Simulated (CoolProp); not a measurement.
Values from CoolProp's reference Helmholtz-energy equation of state, de Reuck 1990.

**Question.** Give the vapour pressure (bar), liquid density (kg/m³), enthalpy of vaporisation (kJ/kg), liquid cp (kJ/(kg K)) of saturated fluorine at 93.9 K.

**Answer.** 
```
T (K)  p (bar)  liquid density (kg/m³)  enthalpy of vaporisation (kJ/kg)  liquid cp (kJ/(kg K))
-----  -------  ----------------------  --------------------------------  ---------------------
93.9      2.52                    1440                               165                   1.55
```
